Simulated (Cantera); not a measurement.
## Silicon nitride deposition: trisilylamine + NH₃ + H₂

Feed: 1 mol trisilylamine, 22 mol NH₃, 39 mol H₂, held at 13.3 mbar.

Cantera equilibrium calculation (NASA polynomials, part measured and part estimated; ideal gas, pure solids and liquids). Candidate condensed phases: Si, Si₃N₄; 18 gas species. The feed counts by its element totals alone. The tables' values for SiN are old estimates; treat these amounts as uncertain. Gases not in the tables: Si₂H₆ and higher silanes. Equilibrium is a limit: real reactors are often held back by kinetics, nucleation or transport.

```csv
T (K),x H₂,x N₂,x H,x Si,x SiH,x Si₂,x SiH₂,n Si₃N₄(s),n Si(l)
723,0.890,0.110,<1e-12,<1e-12,<1e-12,<1e-12,<1e-12,1.00,0
923,0.890,0.110,2.00e-9,<1e-12,<1e-12,<1e-12,<1e-12,1.00,0
1123,0.890,0.110,3.48e-7,<1e-12,<1e-12,<1e-12,<1e-12,1.00,0
1323,0.890,0.110,1.30e-5,4.80e-11,3.83e-11,<1e-12,7.24e-10,1.00,0
1523,0.889,0.110,0.000189,1.84e-7,5.86e-8,3.77e-11,2.43e-7,1.000,0
1723,0.868,0.131,0.00147,7.38e-5,1.14e-5,3.49e-7,1.47e-5,0,2.99
1923,0.861,0.130,0.00757,0.00127,0.000112,1.09e-5,5.79e-5,0,2.86
2123,0.831,0.127,0.0283,0.0128,0.000694,0.000175,0.000170,0,1.70
```
x: gas mole fraction; n: condensed amount in mol.

From 723 K to 1523 K the condensed part is Si₃N₄(s). From 1723 K to 2123 K the condensed part is Si(l).
